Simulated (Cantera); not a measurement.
An adiabatic, constant-pressure homogeneous reactor starts with CO : H2 : O2 : N2 : CO2 = 1 : 0.089 : 1.7 : 6.4 : 0.34 (molar parts), at 1823 K and 1000000 Pa.

Cantera simulation using GRI-Mech 3.0 (53 species, 325 reactions); the numbers are that mechanism's predictions, not measurements. The hydrogen kinetics of GRI-Mech 3.0 are dated; newer H2 mechanisms differ, most at raised pressure.

One state of this run: T (K) = 2548; x CO = 0.00616; x H2 = 5.86e-5; x O2 = 0.121; x O = 0.00202; x CO2 = 0.142. x: mole fraction; the columns are a selection and need not sum to one.

Which value of t (s) does it belong to?
A) 2.00e-6
B) 0.000104
C) 3.86e-5
D) 2.00

D, 2.00
